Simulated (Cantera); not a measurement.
Input: 1 mol C₂F₆, 0.44 mol H₂, at 1902 °C and 1800 Pa.

These are equilibrium values from Cantera (NASA tables, ideal gas, pure condensed phases), not measurements of a reactor. Candidate condensed phases: C, C₆H₆, C₇H₈, C₈H₁₈; 95 gas species. The feed counts by its element totals alone. Gases not in the tables: C₂F₆ and larger saturated fluorocarbons. Rates play no part.

Base state: CF₄ 0.372, HF 0.342, CF₂ 0.191, F 0.0833, CF₃ 0.0112, CF 0.000852 (mole fractions); condensed: C(graphite).

### Question
What changes in the equilibrium state with this change: C₂F₆ replaced by CH₃F?

### Answer
| species | before | after |
|---|---|---|
| H₂ | 1.39e-8 | 0.567 |
| HF | 0.342 | 0.404 |
| H | 4.29e-6 | 0.0274 |
| CF₄ | 0.372 | <1e-9 |
| CF₂ | 0.191 | 6.58e-9 |
| CF₃ | 0.0112 | <1e-9 |
| F | 0.0833 | 1.54e-5 |
| C₂H₂ (acetylene) | <1e-9 | 0.00127 |
| CF | 0.000852 | 1.58e-7 |
| C(graphite), mol | 0.518 | 0.994 |

### Question
What changes in the equilibrium state with this change: 0.11 mol HCl added?

### Answer
```csv
species,before,after
HF,0.342,0.356
CF₄,0.372,0.332
CF₂,0.191,0.181
Cl,0,0.0392
CF₃,0.0112,0.0103
F,0.0833,0.0809
HCl,0,0.000187
CClF₃,0,7.75e-5
ClF,0,5.38e-5
Cl₂,0,1.48e-5
"C(graphite), mol",0.518,0.543
```
